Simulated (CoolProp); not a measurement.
Model: reference Helmholtz-energy equation of state, Lemmon 2006, in CoolProp. It is a short technical equation, of lower accuracy than the large ones.

Problem. For acetone, give the phase and the cv (kJ/(kg K)) at 468.1 K and 0.101 MPa.

Solution. 
- 468.1 K and 0.101 MPa: gas; cv 1.65
